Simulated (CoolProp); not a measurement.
A closed Brayton cycle with carbon dioxide: compressor inlet 308.15 K and 7.6 MPa, high pressure 23.6 MPa, turbine inlet 695 K, compressor efficiency 0.8, turbine efficiency 0.9, recuperator effectiveness 0.95 (on enthalpy, no pinch check). Each further row changes one setting.

Model: reference Helmholtz-energy equation of state, Span 1996, in CoolProp.

```tsv
case	thermal efficiency (%)	net work (kJ/kg)	compressor to turbine work	compressor exit (K)	turbine exit (K)
as stated	30.9	71.2	0.40	387.5	573.2
turbine inlet 645 K	27.8	60.3	0.44	387.5	527.8
compressor inlet 318.15 K	27.8	58.2	0.51	414.5	573.2
high pressure 20.1 MPa	30.7	64.8	0.38	375.8	590.1
recuperator effectiveness 0.5	21.8	71.2	0.40	387.5	573.2
```
